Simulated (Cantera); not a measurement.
A Cantera script and what it prints.

```python
import numpy as np
import cantera as ct

gas_names = """
    CL CL2 H HCL H2 N NH NH2 NH3 N2 N2H2 N2H4 Si SiCL SiCL2 SiCL3 SiCL4 SiH SiHCL3 SiH2 SiH2CL2 SiH3
    SiH3CL SiH4 SiN Si2 Si2N Si3
""".split()
cond_names = """
    NH4CL(a) NH4CL(b) Si(cr) Si(L) Si3N4(a)
""".split()


# ... load() reads the species with a 1 bar reference pressure and builds the phases ...
atoms = {
    'SiHCl3': {'Si': 1, 'H': 1, 'CL': 3},
    'NH3': {'N': 1, 'H': 3},
    'N2': {'N': 2},
}
top_T = {'Si3N4(a)': 2400}  # K; cautious upper limits of use, not melting points


# ... equilibrate(T, P, feed) seeds the gas with the atoms and calls Mixture.equilibrate('TP', solver="vcs", rtol=1e-11, max_steps=5000) ...
results = []
feed = {'SiHCl3': 1, 'NH3': 0.78, 'N2': 53}  # mol
P = 24  # Pa
for T in [1350, 1375, 1400, 1425, 1450, 1475, 1500, 1525, 1550, 1575, 1600]:
    mix = equilibrate(T, P, feed)
    results.append((T, P, feed, dict(zip(mix.species_names, mix.species_moles))))
    x = sorted(zip(gas.X, gas.species_names), reverse=True)
    print(f"T = {T:g} K  P = {P:g} Pa  gas = {mix.phase_moles(0):.4g} mol")
    print("   x: " + "  ".join(f"{s} {v:.3e}" for v, s in x if v > 0.0001))
    print("   condensed (mol): " + ("  ".join(f"{mix.phase(i).name} {mix.phase_moles(i):.4g}"
          for i in range(1, mix.n_phases) if mix.phase_moles(i) > 1e-12) or "none"))
```

Output:

```
T = 1350 K  P = 24 Pa  gas = 56.25 mol
   x: N2 9.438e-01  HCL 3.330e-02  H2 1.303e-02  SiCL2 9.424e-03  SiCL3 3.116e-04
   condensed (mol): Si3N4(a) 0.1498
T = 1375 K  P = 24 Pa  gas = 56.31 mol
   x: N2 9.438e-01  HCL 3.049e-02  H2 1.440e-02  SiCL2 1.092e-02  SiCL3 2.584e-04
   condensed (mol): Si3N4(a) 0.1229
T = 1400 K  P = 24 Pa  gas = 56.36 mol
   x: N2 9.438e-01  HCL 2.770e-02  H2 1.576e-02  SiCL2 1.239e-02  SiCL3 2.106e-04
   condensed (mol): Si3N4(a) 0.09632
T = 1425 K  P = 24 Pa  gas = 56.42 mol
   x: N2 9.438e-01  HCL 2.499e-02  H2 1.708e-02  SiCL2 1.379e-02  SiCL3 1.692e-04
   condensed (mol): Si3N4(a) 0.07063
T = 1450 K  P = 24 Pa  gas = 56.47 mol
   x: N2 9.438e-01  HCL 2.241e-02  H2 1.833e-02  SiCL2 1.510e-02  SiCL3 1.346e-04
   condensed (mol): Si3N4(a) 0.04626
T = 1475 K  P = 24 Pa  gas = 56.52 mol
   x: N2 9.438e-01  HCL 2.000e-02  H2 1.949e-02  SiCL2 1.632e-02  H 1.169e-04  SiCL3 1.063e-04
   condensed (mol): Si3N4(a) 0.02348
T = 1500 K  P = 24 Pa  gas = 56.56 mol
   x: N2 9.438e-01  H2 2.055e-02  HCL 1.779e-02  SiCL2 1.743e-02  H 1.629e-04  CL 1.137e-04
   condensed (mol): Si3N4(a) 0.002398
T = 1525 K  P = 24 Pa  gas = 56.57 mol
   x: N2 9.438e-01  H2 2.064e-02  HCL 1.755e-02  SiCL2 1.754e-02  H 2.194e-04  CL 1.496e-04
   condensed (mol): none
T = 1550 K  P = 24 Pa  gas = 56.58 mol
   x: N2 9.437e-01  H2 2.059e-02  HCL 1.756e-02  SiCL2 1.752e-02  H 2.917e-04  CL 1.986e-04
   condensed (mol): none
T = 1575 K  P = 24 Pa  gas = 56.58 mol
   x: N2 9.436e-01  H2 2.053e-02  HCL 1.759e-02  SiCL2 1.747e-02  H 3.843e-04  CL 2.617e-04
   condensed (mol): none
T = 1600 K  P = 24 Pa  gas = 56.59 mol
   x: N2 9.434e-01  H2 2.044e-02  HCL 1.764e-02  SiCL2 1.740e-02  H 5.017e-04  CL 3.426e-04  Si 1.346e-04
   condensed (mol): none
```

Cantera equilibrium calculation (NASA polynomials, part measured and part estimated; ideal gas, pure solids and liquids). The tables' values for SiCl3, SiCl are old estimates; treat these amounts as uncertain.
